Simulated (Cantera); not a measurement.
Charge: 1 mol S, 7.5 mol H₂, equilibrated at 2773.15 K and 16.0 mbar.

Method: chemical equilibrium by Gibbs-energy minimisation in Cantera with the NASA 1993 tables (ideal gas, pure condensed phases). Candidate condensed phases: S; 7 gas species. Equilibrium is a limit: real reactors are often held back by kinetics, nucleation or transport.

Base state: H₂ 0.496, H 0.414, S 0.0710, SH 0.0126, S₂ 0.00529, H₂S 0.000592 (mole fractions); condensed: gas only.

### Question
What changes in the equilibrium state with this change: H₂ from 7.5 to 0.093 mol?

### Answer
```csv
species,before,after
S,0.0710,0.530
S₂,0.00529,0.295
H,0.414,0.113
H₂,0.496,0.0369
SH,0.0126,0.0255
H₂S,0.000592,0.000329
```

### Question
What changes in the equilibrium state with this change: temperature from 2773.15 K to 3425 K?

### Answer
| species | before | after |
|---|---|---|
| H | 0.414 | 0.884 |
| S | 0.0710 | 0.0644 |
| H₂ | 0.496 | 0.0507 |
| SH | 0.0126 | 0.00109 |
| H₂S | 0.000592 | 4.28e-6 |
| S₂ | 0.00529 | 0.000117 |
